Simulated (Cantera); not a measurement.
**BCl₃ + NH₃ (boron, boron nitride and boron oxide)**

A closed system holds: 1 mol BCl₃, a varied amount of NH₃, held at 1752 °C and 0.460 bar.

Cantera equilibrium calculation (NASA polynomials, part measured and part estimated; ideal gas, pure solids and liquids). Candidate condensed phases: B, BN, NH₄Cl; 21 gas species. The tables' values for BCl₂, BCl, BH₂ are old estimates; treat these amounts as uncertain. Gases not in the tables: BHCl₂. Rates play no part.

```csv
n(NH₃) (mol),x H₂,x HCl,x N₂,x BCl₃,n BN(s)
1.8,0.288,0.588,0.0975,0.0160,0.897
2.2,0.347,0.522,0.116,0.00775,0.936
2.8,0.414,0.438,0.139,0.00322,0.962
3.5,0.470,0.366,0.157,0.00146,0.975
4.3,0.516,0.307,0.172,0.000716,0.982
5.4,0.558,0.251,0.187,0.000333,0.986
6.7,0.592,0.206,0.198,0.000164,0.989
8.3,0.621,0.169,0.207,8.23e-5,0.990
10,0.641,0.142,0.214,4.55e-5,0.991
13,0.665,0.110,0.222,2.00e-5,0.992
16,0.680,0.0903,0.227,1.05e-5,0.993
20,0.693,0.0727,0.231,5.26e-6,0.993
```
x: gas mole fraction; n: condensed amount in mol.

From 1.8 mol NH₃ to 20 mol NH₃ the condensed part is BN(s).
